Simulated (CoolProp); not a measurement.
Properties of CH3F (R41) along the isobar 8.16 MPa (Tc = 317.3 K, pc = 5.906 MPa, ω = 0.200).

Model: reference Helmholtz-energy equation of state, Lemmon 2006, in CoolProp. It is a short technical equation, of lower accuracy than the large ones.

```json
[
 {"T (K)": "158.8", "phase": "liquid", "cp (kJ/(kg K))": "2.051", "Joule-Thomson coefficient (K/MPa)": "-0.3549", "fugacity coefficient": "0.001260"},
 {"T (K)": "181", "phase": "liquid", "cp (kJ/(kg K))": "2.036", "Joule-Thomson coefficient (K/MPa)": "-0.3346", "fugacity coefficient": "0.006484"},
 {"T (K)": "203.2", "phase": "liquid", "cp (kJ/(kg K))": "2.048", "Joule-Thomson coefficient (K/MPa)": "-0.2965", "fugacity coefficient": "0.02202"},
 {"T (K)": "225.4", "phase": "liquid", "cp (kJ/(kg K))": "2.093", "Joule-Thomson coefficient (K/MPa)": "-0.2329", "fugacity coefficient": "0.05613"},
 {"T (K)": "247.5", "phase": "liquid", "cp (kJ/(kg K))": "2.180", "Joule-Thomson coefficient (K/MPa)": "-0.1297", "fugacity coefficient": "0.1160"},
 {"T (K)": "269.7", "phase": "liquid", "cp (kJ/(kg K))": "2.336", "Joule-Thomson coefficient (K/MPa)": "0.04606", "fugacity coefficient": "0.2060"},
 {"T (K)": "291.9", "phase": "liquid", "cp (kJ/(kg K))": "2.641", "Joule-Thomson coefficient (K/MPa)": "0.3842", "fugacity coefficient": "0.3244"},
 {"T (K)": "314.1", "phase": "liquid", "cp (kJ/(kg K))": "3.558", "Joule-Thomson coefficient (K/MPa)": "1.295", "fugacity coefficient": "0.4627"},
 {"T (K)": "336.3", "phase": "supercritical", "cp (kJ/(kg K))": "8.451", "Joule-Thomson coefficient (K/MPa)": "6.563", "fugacity coefficient": "0.5952"},
 {"T (K)": "358.5", "phase": "supercritical", "cp (kJ/(kg K))": "3.107", "Joule-Thomson coefficient (K/MPa)": "7.737", "fugacity coefficient": "0.6782"},
 {"T (K)": "380.6", "phase": "supercritical", "cp (kJ/(kg K))": "2.284", "Joule-Thomson coefficient (K/MPa)": "7.052", "fugacity coefficient": "0.7366"},
 {"T (K)": "402.8", "phase": "supercritical", "cp (kJ/(kg K))": "1.988", "Joule-Thomson coefficient (K/MPa)": "6.244", "fugacity coefficient": "0.7820"},
 {"T (K)": "425", "phase": "supercritical", "cp (kJ/(kg K))": "1.853", "Joule-Thomson coefficient (K/MPa)": "5.498", "fugacity coefficient": "0.8183"}
]
```

The peak of cp marks the crossing from liquid-like to gas-like fluid above the critical point.
